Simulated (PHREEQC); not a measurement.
## Brine: speciation

Make-up at 25 °C: 2.4 mol KCl, 0.057 mol H3BO3 and 0.057 mol KBr per kg of water. Closed to the air; pH follows from the charge balance.

Computed with PHREEQC (Pitzer model, pitzer.dat).

This is a speciation only: nothing precipitates in the calculation.

### Question
Predict the pH.

### Answer
pH 5.04.

In brines, pH and single-ion activities rest on the MacInnes convention.
